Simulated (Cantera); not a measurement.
Charge: 1 mol SiHCl₃, 10 mol NH₃, 4.4 mol N₂, held at 0.0170 bar.

Equilibrium computed with Cantera from the NASA thermochemical tables; the gas is ideal and each condensed phase is pure. Candidate condensed phases: NH₄Cl, Si, Si₃N₄; 28 gas species. Gases not in the tables: Si₂H₆ and higher silanes. The numbers say what is thermodynamically allowed, not how fast it happens.

Q: What share of the Si ends up in condensed phases as a function of T (K), at 1123, 1198, 1273, 1348, 1423, 1498, 1573, 1648, 1723, 1798, 1873?

A: 
```tsv
T (K)	Si condensed (%)	as
1123	99.8	Si₃N₄(s)
1198	99.8	Si₃N₄(s)
1273	99.6	Si₃N₄(s)
1348	99.0	Si₃N₄(s)
1423	97.1	Si₃N₄(s)
1498	92.3	Si₃N₄(s)
1573	82.6	Si₃N₄(s)
1648	67.4	Si₃N₄(s)
1723	48.8	Si₃N₄(s)
1798	35.6	Si(l)
1873	36.8	Si(l)
```
